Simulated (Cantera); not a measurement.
A freely propagating, adiabatic, planar premixed flame of CO : H2 : CH4 : O2 : N2 = 1 : 0.09 : 0.068 : 0.681 : 2.93 (molar parts), equivalence ratio 1.0, unburnt at 550 K and 1.01 bar; mixture-averaged transport, grid criteria slope 0.08 and curve 0.16, no radiation.

Model: GRI-Mech 3.0 (53 species, 325 reactions), integrated in Cantera. Burning velocities carry a grid error of a few per cent, more on coarse grids.

**Question.** How do the results move with these cheaper or finer settings: unity-Lewis-number transport; multicomponent transport; multicomponent+Soret transport; grid criteria slope 0.5, curve 1; grid criteria slope 0.25, curve 0.5; grid criteria slope 0.03, curve 0.06?

**Answer.** 
```csv
setting,laminar burning velocity,thermal thickness,peak x(H2O2),peak x(O),grid points
as above,140 cm/s,0.573 mm,2.65e-5,0.0127,145
unity-Lewis-number transport,100 cm/s,0.524 mm,8.44e-6,0.0134,141
multicomponent transport,139 cm/s,0.574 mm,2.67e-5,0.0127,145
multicomponent+Soret transport,134 cm/s,0.577 mm,2.67e-5,0.0126,145
"grid criteria slope 0.5, curve 1",150 cm/s,0.666 mm,2.60e-5,0.0130,48
"grid criteria slope 0.25, curve 0.5",143 cm/s,0.602 mm,2.80e-5,0.0128,70
"grid criteria slope 0.03, curve 0.06",139 cm/s,0.563 mm,2.65e-5,0.0127,364
```
The base run took about 5 core-seconds (a rough figure).
Unity Lewis numbers drop preferential diffusion, which matters most where H2 and H carry the flame; Soret adds thermal diffusion.
